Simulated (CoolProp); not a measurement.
A closed Brayton cycle with carbon dioxide: compressor inlet 315.15 K and 8.4 MPa, high pressure 16.9 MPa, turbine inlet 855 K, compressor efficiency 0.85, turbine efficiency 0.85, recuperator effectiveness 0.95 (on enthalpy, no pinch check). Each further row changes one setting.

Model: reference Helmholtz-energy equation of state, Span 1996, in CoolProp.

| case | thermal efficiency (%) | net work (kJ/kg) | compressor to turbine work | compressor exit (K) | turbine exit (K) |
|---|---|---|---|---|---|
| as stated | 33.5 | 65.6 | 0.29 | 363.7 | 773.3 |
| turbine inlet 805 K | 31.9 | 59.7 | 0.31 | 363.7 | 726.3 |
| compressor inlet 325.15 K | 33.1 | 58.8 | 0.36 | 382.5 | 773.3 |
| high pressure 14.4 MPa | 31.2 | 52.2 | ? | ? | ? |
| recuperator effectiveness 0.5 | 15.9 | 65.6 | 0.29 | 363.7 | 773.3 |

### Question
What belongs in the gaps?

### Answer

- high pressure 14.4 MPa, compressor to turbine work: 0.27
- high pressure 14.4 MPa, compressor exit (K): 352.4
- high pressure 14.4 MPa, turbine exit (K): 791.7
